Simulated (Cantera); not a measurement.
A Cantera script and its output.

```python
import numpy as np
import cantera as ct

gas = ct.Solution("gri30.yaml")
gas.TP = 300, 38000
flame = ct.CounterflowDiffusionFlame(gas, width=0.02)
flame.fuel_inlet.X, flame.fuel_inlet.T = {'CH4': 1, 'CO': 1.1}, 400
flame.oxidizer_inlet.X, flame.oxidizer_inlet.T = {'O2': 0.26, 'N2': 0.74}, 600
flame.set_refine_criteria(ratio=3, slope=0.12, curve=0.24, prune=0.03)
show = ['OH', 'H', 'NO', 'CO', 'C2H2']

rows = []
print(f"{'mdot':>8s}{'a_max':>10s}{'a_mean':>10s}{'Tmax/K':>9s}" + "".join(f"{s:>11s}" for s in show) + "   (peak mole fractions)")
for i, mdot in enumerate([0.095, 0.16, 0.27, 0.45, 0.75, 1.3, 2.1]):  # kg/m2/s on the oxidiser side
    flame.oxidizer_inlet.mdot, flame.fuel_inlet.mdot = mdot, 1 * mdot
    flame.solve(loglevel=0, auto=(i == 0))
    if flame.T.max() < max(400, 600) + 100:
        print(f"{mdot:8.3g}  no burning solution found from the previous one")
        break
    dT = np.abs(np.gradient(flame.T, flame.grid))
    rows.append([flame.strain_rate("max"), flame.strain_rate("mean"), flame.T.max(),
                 *(flame.X[gas.species_index(s)].max() for s in show), max(dT[0], dT[-1]) / dT.max()])
    print(f"{mdot:8.3g}{rows[-1][0]:10.1f}{rows[-1][1]:10.1f}{rows[-1][2]:9.1f}" + "".join(f"{x:11.3e}" for x in rows[-1][3:-1]))
```

Result:

```
    mdot     a_max    a_mean   Tmax/K         OH          H         NO         CO       C2H2   (peak mole fractions)
   0.095     201.4      40.1   2192.8  1.318e-02  9.689e-03  3.324e-04  5.236e-01  1.351e-02
    0.16     316.4      67.5   2167.0  1.274e-02  1.031e-02  2.820e-04  5.238e-01  1.307e-02
    0.27     503.6     114.0   2139.7  1.217e-02  1.082e-02  2.305e-04  5.238e-01  1.243e-02
    0.45     800.2     189.9   2114.0  1.162e-02  1.124e-02  1.802e-04  5.238e-01  1.158e-02
    0.75    1276.3     316.6   2077.2  1.074e-02  1.126e-02  1.255e-04  5.238e-01  9.981e-03
     1.3    2114.0     548.7   2022.2  9.369e-03  1.055e-02  6.895e-05  5.238e-01  7.387e-03
     2.1    3259.1     886.4   1920.7  6.965e-03  8.082e-03  2.226e-05  5.238e-01  3.681e-03
```

Cantera simulation using GRI-Mech 3.0 (53 species, 325 reactions); the numbers are that mechanism's predictions, not measurements. GRI-Mech 3.0 has no aromatics or soot, which form on the fuel side of real flames. The maximum strain rate includes the flame's own expansion and is several times the mean.
